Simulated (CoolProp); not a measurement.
Nitrous oxide at 298.15 K and 0.941 MPa is compressed adiabatically to 1.71 MPa with isentropic efficiency 0.7. Each further row changes one setting.

Model: reference Helmholtz-energy equation of state, Lemmon 2006, in CoolProp. It is a short technical equation, of lower accuracy than the large ones.

| case | work (kJ/kg) | final temperature (K) | final density (kg/m³) |
|---|---|---|---|
| as stated | 48.4 | 354.7 | ? |
| efficiency 1 | 33.9 | ? | ? |
| efficiency 0.65 | ? | 358.5 | ? |

Q: What belongs in the gaps?

A: 
- as stated, final density (kg/m³): 27.0
- efficiency 1, final temperature (K): 340.2
- efficiency 1, final density (kg/m³): 28.4
- efficiency 0.65, work (kJ/kg): 52.2
- efficiency 0.65, final density (kg/m³): 26.6
